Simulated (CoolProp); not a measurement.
Nitrogen along the isobar 4.07 MPa: fugacity coefficient from the reference equation and from simpler models built on Tc = 126.2 K, pc = 3.396 MPa, ω = 0.037; each cubic takes its own stable root.

Values from CoolProp's reference Helmholtz-energy equation of state, Span 2000.

```tsv
T (K)	phase	reference
93.8	liquid	0.1277
111	liquid	0.3356
128.1	supercritical	0.6107
145.3	supercritical	0.7552
162.4	supercritical	0.8297
179.6	supercritical	0.8791
196.7	supercritical	0.9132
213.9	supercritical	0.9379
231	supercritical	0.9560
248.2	supercritical	0.9697
265.3	supercritical	0.9800
282.5	supercritical	0.9881
299.6	supercritical	0.9943
316.8	supercritical	0.9993
```

Task: How far does each simpler model (van der Waals, Redlich-Kwong, Soave-Redlich-Kwong, Peng-Robinson) lie from the reference over these 14 states: mean and median of the absolute difference, and the worst?

Result: 
- van der Waals: mean 9.8 %, median 2.1 %, worst +85.0 % at 93.8 K and 4.07 MPa
- Redlich-Kwong: mean 0.9 %, median 0.8 %, worst +1.9 % at 111 K and 4.07 MPa
- Soave-Redlich-Kwong: mean 0.5 %, median 0.5 %, worst +1.5 % at 111 K and 4.07 MPa
- Peng-Robinson: mean 2.1 %, median 1.9 %, worst -3.9 % at 145.3 K and 4.07 MPa
